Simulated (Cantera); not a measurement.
Mixture: CH₄ : O₂ : N₂ : CO₂ = 1 : 3.17 : 21.9 : 0.74 (molar parts), at 1.00 bar, adiabatic and at constant volume. Ignition delay is the time to a rise of 400 K.

Model: GRI-Mech 3.0 (53 species, 325 reactions), integrated in Cantera.

**Question.** What does this change do: constant pressure in place of constant volume?

**Answer.** 
```tsv
quantity	before	after
delay at 1125 K	0.200 s	0.205 s
delay at 1200 K	65.5 ms	67.3 ms
delay at 1275 K	23.2 ms	23.9 ms
delay at 1350 K	8.85 ms	9.14 ms
delay at 1425 K	3.65 ms	3.78 ms
delay at 1500 K	1.64 ms	1.71 ms
delay at 1575 K	0.813 ms	0.857 ms
apparent activation energy between 1425 and 1575 K	190 kJ/mol	180 kJ/mol
```

**Question.** What does this change do: pressure from 1.00 bar to 10.0 bar?

**Answer.** 
```tsv
quantity	before	after
delay at 1125 K	0.200 s	17.7 ms
delay at 1200 K	65.5 ms	6.74 ms
delay at 1275 K	23.2 ms	2.80 ms
delay at 1350 K	8.85 ms	1.23 ms
delay at 1425 K	3.65 ms	0.568 ms
delay at 1500 K	1.64 ms	0.273 ms
delay at 1575 K	0.813 ms	0.136 ms
apparent activation energy between 1425 and 1575 K	190 kJ/mol	180 kJ/mol
```
